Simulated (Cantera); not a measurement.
# Adiabatic ignition

An adiabatic, constant-volume homogeneous reactor starts with H2 : O2 : N2 = 1 : 0.595 : 2.24 (molar parts), equivalence ratio 0.84, at 1325 K and 2.10 bar.

Detailed kinetics in Cantera: the H2/O2 subset of GRI-Mech 3.0, which has no nitrogen chemistry. The hydrogen kinetics of GRI-Mech 3.0 are dated; newer H2 mechanisms differ, most at raised pressure.

| t (s) | T (K) | P (bar) | x H2 | x O2 | x H2O | x OH | x HO2 | x H | x O |
|---|---|---|---|---|---|---|---|---|---|
| 5.00e-6 | 1325 | 2.10 | 0.261 | 0.155 | 1.70e-5 | 1.38e-6 | 2.55e-6 | 1.28e-5 | 2.08e-6 |
| 1.69e-5 | 2586 | 3.80 | 0.0413 | 0.0373 | 0.206 | 0.0359 | 2.18e-5 | 0.0316 | 0.0180 |
| 5.74e-5 | 2984 | 4.27 | 0.0278 | 0.0312 | 0.238 | 0.0342 | 2.18e-5 | 0.0122 | 0.00921 |
| 0.000195 | 2984 | 4.27 | 0.0278 | 0.0312 | 0.238 | 0.0342 | 2.18e-5 | 0.0122 | 0.00921 |
| 0.000660 | 2984 | 4.27 | 0.0278 | 0.0312 | 0.238 | 0.0342 | 2.18e-5 | 0.0122 | 0.00921 |
| 0.00224 | 2984 | 4.27 | 0.0278 | 0.0312 | 0.238 | 0.0342 | 2.18e-5 | 0.0122 | 0.00921 |
| 0.00758 | 2984 | 4.27 | 0.0278 | 0.0312 | 0.238 | 0.0342 | 2.18e-5 | 0.0122 | 0.00921 |
| 0.0257 | 2984 | 4.27 | 0.0278 | 0.0312 | 0.238 | 0.0342 | 2.18e-5 | 0.0122 | 0.00921 |
| 0.0871 | 2984 | 4.27 | 0.0278 | 0.0312 | 0.238 | 0.0342 | 2.18e-5 | 0.0122 | 0.00921 |
| 0.295 | 2984 | 4.27 | 0.0278 | 0.0312 | 0.238 | 0.0342 | 2.18e-5 | 0.0122 | 0.00921 |
| 1.00 | 2984 | 4.27 | 0.0278 | 0.0312 | 0.238 | 0.0342 | 2.18e-5 | 0.0122 | 0.00921 |
x: mole fraction; the columns are a selection and need not sum to one.

| Property | Result |
|---|---|
| time of steepest temperature rise | 12.0 µs |
| temperature at 1.00 s | 2984 K |
| equilibrium temperature | 2984 K |
| x(H2) at 1.00 s | 0.0278 (gas-phase equilibrium 0.0278) |
| x(O2) at 1.00 s | 0.0312 (gas-phase equilibrium 0.0312) |
| x(H2O) at 1.00 s | 0.238 (gas-phase equilibrium 0.238) |
